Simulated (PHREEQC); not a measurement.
Solution (25 °C): 0.11 mol CuSO4, 0.0027 mol H2SO4 and 0.0891 mol FeCl3 per kg of water. Closed to the air; pH follows from the charge balance.

Model: ion-association model, wateq4f.dat, run in PHREEQC.

This is a speciation only: nothing precipitates in the calculation.

### Question
Order these Cu species by the share of Cu that they hold, largest first: CuCl+, Cu+2, CuSO4, CuCl2.

### Answer
Cu+2 (71 %), CuSO4 (18 %), CuCl+ (11 %), CuCl2 (0.56 %)

The pH is 2.25 and the ionic strength 0.448 mol/kgw. Saturation is exceeded, for instance for Hematite (slow to form), Goethite (slow to form); the values hold only as long as no solid forms.
